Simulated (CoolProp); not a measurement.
Vapour-liquid equilibrium of R143a (1) + R152A (2) at 0.0521 MPa; x and y are mole fractions of (1).

Model: multi-fluid Helmholtz-energy mixture model, Lemmon and Jacobsen 2000 and Outcalt 1996; pair parameters Bell 2016, in CoolProp.

| x | bubble temperature, mixture model (°C) | bubble temperature, Raoult's law (°C) | y, mixture model | y, Raoult's law |
|---|---|---|---|---|
| 0.05 | [?] | -39.9 | 0.164 | 0.136 |
| 0.125 | -43.8 | -42.5 | 0.344 | 0.303 |
| 0.2 | -46.4 | -44.8 | 0.473 | 0.437 |
| 0.275 | -48.6 | -46.9 | 0.570 | 0.545 |
| 0.35 | [?] | -48.8 | 0.646 | 0.633 |
| 0.425 | -52.0 | -50.5 | [?] | 0.706 |
| 0.5 | -53.4 | -52.1 | [?] | 0.767 |
| 0.575 | -54.7 | -53.6 | 0.807 | 0.819 |
| 0.65 | -55.8 | -55.0 | 0.847 | 0.863 |
| 0.725 | [?] | -56.3 | 0.884 | 0.900 |
| 0.8 | -57.9 | -57.5 | 0.918 | 0.933 |
| 0.875 | -58.8 | -58.6 | 0.950 | 0.961 |
| 0.95 | -59.7 | -59.7 | 0.980 | 0.985 |

Question: What belongs in the gaps?

Answer: 
- 0.05, bubble temperature, mixture model (°C): -40.6
- 0.35, bubble temperature, mixture model (°C): -50.4
- 0.425, y, mixture model: 0.709
- 0.5, y, mixture model: 0.761
- 0.725, bubble temperature, mixture model (°C): -56.9

The largest gap from Raoult's law is -1.7 K in bubble temperature, at x = 0.275. No azeotrope shows between x = 0.05 and 0.95.

The pair parameters rest on a limited set of measurements; away from them the model extrapolates.
